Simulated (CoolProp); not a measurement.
Saturation properties of normal hydrogen (Tc = 33.1 K, pc = 1296 kPa, ω = -0.219).

Values from CoolProp's reference Helmholtz-energy equation of state, Leachman 2009.

| T (K) | p (kPa) | liquid density (kg/m³) | enthalpy of vaporisation (kJ/kg) | vapour viscosity (µPa s) |
|---|---|---|---|---|
| 24.5 | 288.3 | 65.46 | 415.5 | 1.24 |
| 25.6 | 363.5 | 63.74 | ___ | 1.32 |
| 26.6 | 443.0 | 62.04 | 384.7 | 1.39 |
| 27.6 | 533.8 | 60.15 | 365.5 | 1.47 |
| 28.6 | 637.1 | ___ | 342.3 | 1.56 |
| 29.6 | ___ | 55.62 | 314.1 | 1.67 |
| 30.6 | 884.8 | ___ | 278.5 | ___ |
| 31.6 | ___ | 49.01 | 230.8 | 1.98 |
| 32.6 | 1197 | 43.10 | 153.2 | 2.30 |

**Question.** Complete the blanks.

**Answer.** 
- 25.6, enthalpy of vaporisation (kJ/kg): 400.8
- 28.6, liquid density (kg/m³): 58.04
- 29.6, p (kPa): 753.7
- 30.6, liquid density (kg/m³): 52.74
- 30.6, vapour viscosity (µPa s): 1.80
- 31.6, p (kPa): 1032

It boils at 20.4 K under 1 atm.

Viscosity comes from a separate model (Muzny 2013).
